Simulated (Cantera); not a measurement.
A perfectly stirred reactor is fed with 15.6 % CH₄, 84.4 % N₂, at 248 Torr; it is held at 1473 K, and followed from long to short residence time.

Computed with Cantera and GRI-Mech 3.0 (53 species, 325 reactions). GRI-Mech 3.0 stops at C3 and has no aromatics, soot or wall deposition, so with more carbon than oxygen in the feed, carbon stays in small species such as C2H2 where larger ones or solid carbon would form.

Question: Predict: x(CH₄) at τ = 0.320 s; x(CH₃) at τ = 0.320 s; x(C₂H₂) at τ = 0.320 s; x(H) at τ = 0.320 s; x(CH₂) at τ = 0.320 s; x(CH₄) at τ = 8.00 ms; x(CH₃) at τ = 8.00 ms; x(C₂H₂) at τ = 8.00 ms; x(H) at τ = 8.00 ms; x(CH₂) at τ = 8.00 ms.

Answer: 
| Quantity | Value |
|---|---|
| x(CH₄) at τ = 0.320 s | 0.138 |
| x(CH₃) at τ = 0.320 s | 0.000122 |
| x(C₂H₂) at τ = 0.320 s | 0.00602 |
| x(H) at τ = 0.320 s | 9.84e-7 |
| x(CH₂) at τ = 0.320 s | 4.14e-9 |
| x(CH₄) at τ = 8.00 ms | 0.156 |
| x(CH₃) at τ = 8.00 ms | 6.95e-5 |
| x(C₂H₂) at τ = 8.00 ms | 2.43e-6 |
| x(H) at τ = 8.00 ms | 2.68e-8 |
| x(CH₂) at τ = 8.00 ms | 1.21e-9 |
